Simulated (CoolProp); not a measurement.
The fluid at 293.15 K and 0.0147 MPa flows at 0.082 m/s in a round tube of 4.6 mm bore and 1.5 µm roughness, fully developed (64/Re and Nu = 3.66 if laminar; Colebrook and Gnielinski if turbulent). The same conditions are run with several fluids, on thermodynamics alone (safety and materials aside).

Model: reference Helmholtz-energy equation of state of each fluid (R11: Jacobsen 1992; propylene: Lemmon 2013; n-pentane: Thol 2019; oxygen: Schmidt 1985), in CoolProp.

```tsv
fluid	Reynolds number	Darcy friction factor	pressure drop (Pa/m)	heat-transfer coefficient (W/(m² K))	mass flow (kg/h)
R11	31.1	(withheld)	1.25	6.53	0.00409
propylene	(withheld)	(withheld)	1.04	(withheld)	0.00125
n-pentane	24.9	2.57	0.824	(withheld)	0.00215
oxygen	3.59	17.8	(withheld)	20.6	0.000947
```

**Question.** Some entries are withheld; supply them.

**Answer.** 
- R11, Darcy friction factor: 2.06
- propylene, Reynolds number: 11.4
- propylene, Darcy friction factor: 5.62
- propylene, heat-transfer coefficient (W/(m² K)): 13.2
- n-pentane, heat-transfer coefficient (W/(m² K)): 11.1
- oxygen, pressure drop (Pa/m): 2.51

Transport values come from each fluid's own correlations; those of R11, propylene, n-pentane are estimates that may be off by 10 % or more.
